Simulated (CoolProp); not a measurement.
Octamethyltrisiloxane (MDM) along the isotherm 494 K: fugacity coefficient from the reference equation and from simpler models built on Tc = 565.4 K, pc = 1.438 MPa, ω = 0.528; each cubic takes its own stable root.

Model: reference Helmholtz-energy equation of state, Thol 2017, in CoolProp.

```csv
p (MPa),phase,reference,van der Waals,Redlich-Kwong,Soave-Redlich-Kwong,Peng-Robinson
0.00682,gas,0.9974,0.9981,0.9976,0.9974,0.9972
0.01,gas,0.9961,0.9972,0.9965,0.9961,0.9958
0.0147,gas,0.9943,0.9958,0.9949,0.9943,0.9939
0.0216,gas,0.9916,0.9938,0.9925,0.9916,0.9910
0.0317,gas,0.9877,0.9910,0.9890,0.9877,0.9868
0.0465,gas,0.9820,0.9868,0.9839,0.9820,0.9807
0.0682,gas,0.9736,0.9806,0.9764,0.9737,0.9717
0.1,gas,0.9613,0.9716,0.9654,0.9614,0.9586
0.147,gas,0.9431,0.9582,0.9492,0.9434,0.9393
0.216,gas,0.9164,0.9386,0.9256,0.9170,0.9112
0.317,gas,0.8770,0.9100,0.8911,0.8785,0.8703
0.465,liquid,0.8011,0.8678,0.8407,0.8101,0.7926
0.682,liquid,…,0.8049,0.7375,0.5660,0.5522
1,liquid,0.3929,0.6448,0.5231,0.3999,0.3886
1.47,liquid,…,0.4737,0.3765,0.2865,0.2767
2.16,liquid,0.2037,0.3593,0.2776,0.2100,…
```

What belongs in the gaps?


- 0.682, reference: 0.5582
- 1.47, reference: 0.2799
- 2.16, Peng-Robinson: 0.2011

At some of these states van der Waals, Redlich-Kwong gives the other phase, because its saturation line lies elsewhere.
